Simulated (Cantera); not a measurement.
Charge: 1 mol Si, 0.0016 mol O2, 13 mol H2, equilibrated at 1850 °C and 43.0 mbar.

Cantera equilibrium calculation (NASA polynomials, part measured and part estimated; ideal gas, pure solids and liquids). Candidate condensed phases: H2O, Si, SiO2; 18 gas species. Gases not in the tables: Si2H6 and higher silanes. The numbers say what is thermodynamically allowed, not how fast it happens.

Base state: H2 0.978, H 0.0171, Si 0.00395, SiH 0.000419, SiO 0.000243, SiH2 0.000201, Si2 5.41e-5, Si3 1.09e-5 (mole fractions); condensed: Si(l).

Q: What changes in the equilibrium state with this change: temperature from 1850 °C to 977 °C?

A: 
```csv
species,before,after
H2,0.978,1.000
SiO,0.000243,4.96e-5
H,0.0171,2.33e-6
Si,0.00395,<1e-9
SiH,0.000419,<1e-9
Si2,5.41e-5,<1e-9
Si3,1.09e-5,<1e-9
SiH2,0.000201,3.13e-8
"Si(l), mol",0.935,0
"Si(s), mol",0,0.998
"SiO2(β-quartz), mol",0,0.00128
```
Mutual solubility and eutectic melting of coexisting phases are not modelled. The tables hold silica as quartz up to 1696 K and as liquid above; real silica turns to tridymite and cristobalite and melts near 1996 K.

Q: What changes in the equilibrium state with this change: temperature from 1850 °C to 1902 °C?

A: 
```json
[
 {"species": "H2", "before": "0.978", "after": "0.969"},
 {"species": "H", "before": "0.0171", "after": "0.0232"},
 {"species": "Si", "before": "0.00395", "after": "0.00671"},
 {"species": "Si2", "before": "5.41e-5", "after": "0.000102"},
 {"species": "Si3", "before": "1.09e-5", "after": "2.02e-5"},
 {"species": "SiH", "before": "0.000419", "after": "0.000637"},
 {"species": "SiH2", "before": "0.000201", "after": "0.000257"},
 {"species": "Si(l), mol", "before": "0.935", "after": "0.893"}
]
```

Q: What changes in the equilibrium state with this change: temperature from 1850 °C to 902 °C?

A: 
```json
[
 {"species": "H2", "before": "0.978", "after": "1.000"},
 {"species": "SiO", "before": "0.000243", "after": "5.98e-6"},
 {"species": "H", "before": "0.0171", "after": "5.91e-7"},
 {"species": "Si", "before": "0.00395", "after": "<1e-9"},
 {"species": "SiH", "before": "0.000419", "after": "<1e-9"},
 {"species": "Si2", "before": "5.41e-5", "after": "<1e-9"},
 {"species": "SiH2", "before": "0.000201", "after": "7.10e-9"},
 {"species": "Si3", "before": "1.09e-5", "after": "<1e-9"},
 {"species": "Si(l), mol", "before": "0.935", "after": "0"},
 {"species": "Si(s), mol", "before": "0", "after": "0.998"},
 {"species": "SiO2(β-quartz), mol", "before": "0", "after": "0.00156"}
]
```
Mutual solubility and eutectic melting of coexisting phases are not modelled. The tables hold silica as quartz up to 1696 K and as liquid above; real silica turns to tridymite and cristobalite and melts near 1996 K.
